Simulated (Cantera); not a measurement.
Charge: 1 mol CH₂F₂, 0.62 mol F₂, 0.93 mol H₂, at 2475 K and 16000 Pa.

Cantera equilibrium calculation (NASA polynomials, part measured and part estimated; ideal gas, pure solids and liquids). Kinetics and transport are ignored.

```tsv
species	before	after
H₂	0.0782	0.782
HF	0.905	0.161
H	0.0157	0.0497
CH₄	1.53e-7	1.53e-5
CH₃	5.56e-7	1.76e-5
F	0.000356	2.00e-5
CF	1.08e-5	6.06e-7
C₄H₂	3.05e-6	3.05e-5
C₂H₂ (acetylene)	0.000760	0.00760
C(graphite), mol	0.994	0.689
```
Gas species are given as mole fractions.

Task: What was changed between the two runs?
A) pressure from 16000 Pa to 9.00 Pa
B) temperature from 2475 K to 1000 K
C) CH₂F₂ replaced by CF₄
D) H₂ from 0.93 to 17 mol

Result: D, H₂ from 0.93 to 17 mol
